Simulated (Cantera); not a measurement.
A closed system holds: 1 mol borazine, 4.4 mol NH₃, 3.7 mol N₂, equilibrated at 20.0 Pa.

Method: chemical equilibrium by Gibbs-energy minimisation in Cantera with the NASA 1993 tables (ideal gas, pure condensed phases). Candidate condensed phases: B, BN; 15 gas species. The feed counts by its element totals alone. Mutual solubility and eutectic melting of coexisting phases are not modelled. Kinetics and transport are ignored.

Q: What share of the B ends up in condensed phases as a function of T (°C), at 1100, 1250, 1400, 1550, 1700, 1850, 2000?

A: 
```
T (°C)  B condensed (%)            as
------  ---------------  ------------
1100              100.0         BN(s)
1250              100.0         BN(s)
1400              100.0         BN(s)
1550              100.0         BN(s)
1700               99.6  B(s) + BN(s)
1850               96.9          B(s)
2000               73.9          B(s)
```
